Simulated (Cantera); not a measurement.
## Gas-phase reforming

An isothermal, constant-pressure homogeneous reactor starts with CH4 : CO2 : H2 = 1 : 2.8 : 0.12 (molar parts), at 1725 K and 3.30 bar.

Detailed kinetics in Cantera: GRI-Mech 3.0 (53 species, 325 reactions).

```tsv
t (s)	x CH4	x CO2	x H2	x C2H4	x O	x C2H6
1.00e-5	0.255	0.714	0.0308	5.34e-6	8.59e-12	1.99e-5
3.98e-5	0.253	0.714	0.0314	0.000150	2.16e-11	0.000345
0.000158	0.246	0.711	0.0358	0.00194	5.14e-11	0.00135
0.000631	0.215	0.687	0.0611	0.00765	8.36e-11	0.00125
0.00251	0.143	0.598	0.105	0.00433	1.04e-10	0.000492
0.0100	0.0515	0.399	0.0861	0.00161	1.68e-10	0.000117
0.0398	0.0149	0.259	0.0923	0.000820	2.43e-10	1.43e-5
0.158	0.00977	0.180	0.142	0.000422	2.96e-10	3.63e-6
0.631	0.00266	0.138	0.180	3.57e-5	4.08e-10	2.05e-7
2.51	9.10e-6	0.133	0.187	6.59e-10	4.23e-10	2.44e-12
10.0	8.09e-8	0.133	0.187	<1e-12	4.24e-10	<1e-12
```
x: mole fraction; the columns are a selection and need not sum to one.

Equilibrium at this temperature and pressure: CH4 8.68e-8, CO2 0.133, H2 0.187, C2H4 <1e-12, O 4.24e-10, C2H6 <1e-12 (gas phase only).
